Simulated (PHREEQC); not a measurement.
Dissolve 11 mmol/kgw HF, 0.12 mmol/kgw NaF, 0.04 mmol/kgw H2SiF6 and 62 mmol/kgw HCl at 25 °C. It is in equilibrium with CO2 at log p = -3.5 (atm). Otherwise closed; pH follows from the charge balance.

Equilibrium calculation in PHREEQC: ion-association model, phreeqc.dat.

Task: The ionic strength comes out as 0.0623 mol/kgw. What activity coefficients do H+, SiF6-2, Cl-, Na+, F- get?

Result: H+ 0.85, SiF6-2 0.44, Cl- 0.80, Na+ 0.81, F- 0.80.

No solid was allowed to form. SiF6-2 is the database's only silicon fluoride.
